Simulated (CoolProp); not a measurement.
Values from CoolProp's reference Helmholtz-energy equation of state, Gao 2022.

Q: For n-perfluoropentane, give the phase and the Z, speed of sound (m/s), isothermal compressibility (1/MPa) at 273.4 K and 2.78 MPa; 273.4 K and 5.16 MPa.

A: 
- 273.4 K and 2.78 MPa: liquid; Z 0.208, speed of sound 558, isothermal compressibility 0.00238
- 273.4 K and 5.16 MPa: liquid; Z 0.384, speed of sound 571, isothermal compressibility 0.00225
